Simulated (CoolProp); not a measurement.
CHF3 (R23) at several states: fugacity coefficient from the reference equation and from simpler models built on Tc = 26.1 °C, pc = 4832 kPa, ω = 0.263; each cubic takes its own stable root.

Computed with CoolProp (reference Helmholtz-energy equation of state, Penoncello 2003).

| T (°C) | p (kPa) | phase | reference |
|---|---|---|---|
| 62.35 | 949 | gas | 0.9528 |
| 158.95 | 1070 | gas | 0.9796 |
| -23.05 | 1070 | gas | 0.8510 |

Task: How far does each simpler model (van der Waals, Redlich-Kwong, Soave-Redlich-Kwong, Peng-Robinson) lie from the reference over these 3 states: mean and median of the absolute difference, and the worst?

Result: 
- van der Waals: mean 2.2 %, median 0.5 %, worst +5.7 % at -23.05 °C and 1070 kPa
- Redlich-Kwong: mean 1.1 %, median 0.4 %, worst +2.9 % at -23.05 °C and 1070 kPa
- Soave-Redlich-Kwong: mean 0.9 %, median 0.3 %, worst +1.9 % at -23.05 °C and 1070 kPa
- Peng-Robinson: mean 0.5 %, median 0.4 %, worst +0.9 % at -23.05 °C and 1070 kPa
